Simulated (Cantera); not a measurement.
Input: 1 mol MgCO₃, 0.36 mol SO₃, 0.12 mol O₂, 0.0017 mol H₂, at 0.120 bar.

Method: chemical equilibrium by Gibbs-energy minimisation in Cantera with the NASA 1993 tables (ideal gas, pure condensed phases). Candidate condensed phases: C, C₆H₆, C₇H₈, C₈H₁₈, H₂O, H₂SO₄, Mg, MgCO₃, MgO, Mg(OH)₂, MgS, MgSO₄, S; 130 gas species. Mutual solubility and eutectic melting of coexisting phases are not modelled. Kinetics and transport are ignored.

### Question
Which condensed phases are stable at each of these points (T (K)): 623, 723, 823, 923, 1023, 1123, 1223, 1323, 1423, 1523, 1623, 1723, 1823, 1923?

### Answer
| T (K) | condensed phases | Mg condensed (%) |
|---|---|---|
| 623 | MgO(s) + MgSO₄(s) | 100.0 |
| 723 | MgO(s) + MgSO₄(s) | 100.0 |
| 823 | MgO(s) + MgSO₄(s) | 100.0 |
| 923 | MgO(s) + MgSO₄(s) | 100.0 |
| 1023 | MgO(s) + MgSO₄(s) | 100.0 |
| 1123 | MgO(s) + MgSO₄(s) | 100.0 |
| 1223 | MgO(s) | 100.0 |
| 1323 | MgO(s) | 100.0 |
| 1423 | MgO(s) | 100.0 |
| 1523 | MgO(s) | 100.0 |
| 1623 | MgO(s) | 100.0 |
| 1723 | MgO(s) | 100.0 |
| 1823 | MgO(s) | 100.0 |
| 1923 | MgO(s) | 100.0 |

From 623 K to 1123 K the condensed part is MgO(s) + MgSO₄(s). From 1223 K to 1923 K the condensed part is MgO(s).
